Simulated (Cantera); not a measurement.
A perfectly stirred reactor is fed with H2 : O2 : N2 = 0.037 : 1 : 0.14 (molar parts), at 20.0 Torr; it is held at 1173 K, and followed from long to short residence time.

Model: the H2/O2 subset of GRI-Mech 3.0, which has no nitrogen chemistry, integrated in Cantera. Radical loss at walls, strong at low pressure, is not modelled.

Task: Predict: x(H2) at τ = 0.860 s; x(O2) at τ = 0.860 s; x(H) at τ = 0.860 s; x(H2O2) at τ = 0.860 s; x(H2O) at τ = 0.860 s; x(H2) at τ = 27.0 ms; x(O2) at τ = 27.0 ms; x(H) at τ = 27.0 ms; x(H2O2) at τ = 27.0 ms; x(H2O) at τ = 27.0 ms.

Result: 
```
Property                   Value
----------------------  --------
x(H2) at τ = 0.860 s    0.000104
x(O2) at τ = 0.860 s       0.846
x(H) at τ = 0.860 s      5.61e-5
x(H2O2) at τ = 0.860 s   7.97e-8
x(H2O) at τ = 0.860 s     0.0315
x(H2) at τ = 27.0 ms    0.000765
x(O2) at τ = 27.0 ms       0.838
x(H) at τ = 27.0 ms      0.00120
x(H2O2) at τ = 27.0 ms   1.47e-7
x(H2O) at τ = 27.0 ms     0.0296
```
